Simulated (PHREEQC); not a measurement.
PHREEQC input (ion-association model, wateq4f.dat):

```
SOLUTION_MASTER_SPECIES
  An  An-  0  An  62.0  # stands for a non-complexing anion
SOLUTION_SPECIES
  An- = An-
    -log_k 0
    -gamma 3.0 0
PHASES
  Fix_H+
    H+ = H+
    -log_k 0
SOLUTION 1
  temp 25
  units mmol/kgw
  pH 7 charge
  Na 5
  An 5
END
SELECTED_OUTPUT 1
  -reset false
  -pH true
  -pe true
  -ionic_strength true
  -water true
  -totals Na
  -molalities Hfo_wOH Hfo_wOH2+ Hfo_wO- Hfo_sOH Hfo_sOH2+ Hfo_sO-
USER_PUNCH 1
  -headings sigma psi
  10 PUNCH EDL("sigma", "Hfo"), EDL("psi", "Hfo")
PRINT
  -reset false
USE solution 1
SURFACE 1
  Hfo_wOH 5.39326e-05 600 0.024
  Hfo_sOH 1.34831e-06
EQUILIBRIUM_PHASES 1
  Fix_H+ -4 HAn 10
    -force_equality true
  O2(g) -0.68 10
END
# ... the last block is repeated for the other 16 points of pH, with NaOH or the acid as the point needs
```

Selected output (columns that matter, 10 of 17 rows; pH added in front):

```
pH	mu	Na	m_Hfo_wOH	m_Hfo_wOH2+	m_Hfo_wO-	m_Hfo_sOH	m_Hfo_sOH2+	m_Hfo_sO-	sigma	psi
4	0.0051208	0.005	2.6237e-05	2.7114e-05	5.8161e-07	6.5592e-07	6.7785e-07	1.454e-08	0.18224	0.19378
4.75	0.0050272	0.005	3.4854e-05	1.7487e-05	1.5914e-06	8.7135e-07	4.3718e-07	3.9785e-08	0.10918	0.16798
5.5	0.0050078	0.005	3.9235e-05	1.1677e-05	3.0201e-06	9.8088e-07	2.9193e-07	7.5501e-08	0.059461	0.13703
5.88	0.0050045	0.005	4.0286e-05	9.8856e-06	3.761e-06	1.0071e-06	2.4714e-07	9.4025e-08	0.042066	0.1195
6.62	0.0050017	0.005	4.1149e-05	7.8283e-06	4.9551e-06	1.0287e-06	1.9571e-07	1.2388e-07	0.019734	0.082268
7.38	0.0050006	0.005	4.1365e-05	6.8183e-06	5.7491e-06	1.0341e-06	1.7046e-07	1.4373e-07	0.0073436	0.040993
8.12	0.0050014	0.0050014	4.14e-05	6.2595e-06	6.2728e-06	1.035e-06	1.5649e-07	1.5682e-07	-9.1131e-05	-0.00056436
8.5	0.0050037	0.005004	4.1392e-05	6.0042e-06	6.5369e-06	1.0348e-06	1.501e-07	1.6342e-07	-0.0036591	-0.021979
9.25	0.0050202	0.0050212	4.1289e-05	5.3678e-06	7.2757e-06	1.0322e-06	1.3419e-07	1.8189e-07	-0.013104	-0.063531
10	0.0051104	0.0051127	4.0809e-05	4.3469e-06	8.7768e-06	1.0202e-06	1.0867e-07	2.1942e-07	-0.030427	-0.10278
```
